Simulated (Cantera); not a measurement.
A freely propagating, adiabatic, planar premixed flame of H2 : O2 : N2 = 1 : 0.333 : 1.25 (molar parts), equivalence ratio 1.5, unburnt at 648 K and 260000 Pa; mixture-averaged transport, grid criteria slope 0.08 and curve 0.16, no radiation.

Computed with Cantera and the H2/O2 subset of GRI-Mech 3.0, which has no nitrogen chemistry. The hydrogen kinetics of GRI-Mech 3.0 are dated; newer H2 mechanisms differ, most at raised pressure. Burning velocities carry a grid error of a few per cent, more on coarse grids.

x: mole fraction of selected species; z is measured from the peak of heat release.

```tsv
z (mm)	T (K)	u (m/s)	x H2	x O2	x O	x HO2	x H2O2	x OH
-0.406	648	10.8	0.387	0.129	<1e-8	<1e-8	<1e-8	<1e-8
-0.271	648	10.8	0.387	0.129	<1e-8	<1e-8	<1e-8	<1e-8
-0.203	648	10.8	0.387	0.129	<1e-8	<1e-8	<1e-8	<1e-8
-0.135	648	10.8	0.387	0.129	<1e-8	(withheld)	<1e-8	<1e-8
-0.0677	671	11.1	0.382	0.129	1.24e-5	0.000379	4.69e-6	7.18e-5
-0.0338	902	14.6	0.348	0.123	0.000423	0.000366	2.25e-5	0.000993
0	1348	21.1	0.246	0.0836	0.00427	0.000164	7.29e-6	0.00379
0.0338	(withheld)	25.7	(withheld)	(withheld)	(withheld)	(withheld)	(withheld)	(withheld)
0.0677	1817	27.8	0.128	0.0103	0.00596	1.85e-5	1.69e-6	0.0110
0.135	1966	29.8	0.126	0.00450	0.00469	7.67e-6	9.50e-7	0.0123
0.271	2112	31.7	0.130	0.00286	0.00321	4.58e-6	5.29e-7	0.0120
0.542	2247	33.4	0.135	0.00164	0.00186	2.57e-6	3.07e-7	0.0105
1.08	2356	34.7	0.138	0.000817	0.000928	1.29e-6	1.85e-7	0.00817
```

### Question
Some entries are withheld; supply them.

### Answer

- -0.135, x HO2: 1.06e-6
- 0.0338, T (K): 1666
- 0.0338, x H2: 0.154
- 0.0338, x O2: 0.0292
- 0.0338, x O: 0.00672
- 0.0338, x HO2: 5.46e-5
- 0.0338, x H2O2: 2.80e-6
- 0.0338, x OH: 0.00858
